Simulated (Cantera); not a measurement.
Charge: 1 mol Si, 1.3 mol HCl, 18 mol H2, equilibrated at 250000 Pa.

Equilibrium computed with Cantera from the NASA thermochemical tables; the gas is ideal and each condensed phase is pure. Candidate condensed phases: Si; 19 gas species. The tables' values for SiCl3 are old estimates; treat these amounts as uncertain. Rates play no part. All values below are at 973 K.

Base state: H2 0.976, SiHCl3 0.0105, SiCl4 0.00749, HCl 0.00393, SiH2Cl2 0.00153, SiCl3 8.15e-5, SiH3Cl 5.61e-5, SiCl2 2.54e-5 (mole fractions); condensed: Si(s).

Problem. What changes in the equilibrium state with this change: H2 from 18 to 1 mol?

Solution. 
```json
[
 {"species": "H2", "before": "0.976", "after": "0.807"},
 {"species": "SiCl4", "before": "0.00749", "after": "0.110"},
 {"species": "SiHCl3", "before": "0.0105", "after": "0.0711"},
 {"species": "SiCl3", "before": "8.15e-5", "after": "0.000609"},
 {"species": "SiCl2", "before": "2.54e-5", "after": "9.72e-5"},
 {"species": "SiH2Cl2", "before": "0.00153", "after": "0.00482"},
 {"species": "Si(s), mol", "before": "0.628", "after": "0.639"}
]
```

Problem. What changes in the equilibrium state with this change: Si replaced by SiCl4?

Solution. 
```tsv
species	before	after
H2	0.976	0.883
HCl	0.00393	0.0675
SiCl4	0.00749	0.0458
SiHCl3	0.0105	0.00337
SiH3Cl	5.61e-5	5.02e-8
SiH2Cl2	0.00153	2.59e-5
SiCl2	2.54e-5	4.77e-7
SiCl3	8.15e-5	2.76e-5
Si(s), mol	0.628	0
```

Problem. What changes in the equilibrium state with this change: HCl from 1.3 to 1.8 mol?

Solution. 
```json
[
 {"species": "H2", "before": "0.976", "after": "0.969"},
 {"species": "SiHCl3", "before": "0.0105", "after": "0.0138"},
 {"species": "SiCl4", "before": "0.00749", "after": "0.0109"},
 {"species": "SiCl3", "before": "8.15e-5", "after": "0.000108"},
 {"species": "SiCl2", "before": "2.54e-5", "after": "3.07e-5"},
 {"species": "SiH2Cl2", "before": "0.00153", "after": "0.00182"},
 {"species": "HCl", "before": "0.00393", "after": "0.00430"},
 {"species": "Si(s), mol", "before": "0.628", "after": "0.485"}
]
```
